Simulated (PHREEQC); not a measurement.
A solution holds 0.0044 mol/kgw ZnSO4, 0.003 mol/kgw CaCl2 and 0.00053 mol/kgw NaF, at 25 °C. Closed to the air; pH follows from the charge balance.

The numbers come from PHREEQC with the ion-association model, wateq4f.dat.

**Question.** The ionic strength comes out as 0.0216 mol/kgw. What activity coefficients do Na+, Zn+2, NaSO4-, Cl-, ZnOH+ get?

**Answer.** Na+ 0.87, Zn+2 0.58, NaSO4- 0.87, Cl- 0.86, ZnOH+ 0.87.

No solid was allowed to form. The solution is supersaturated, for example in Fluorite, so a real one may precipitate; this is no full list.
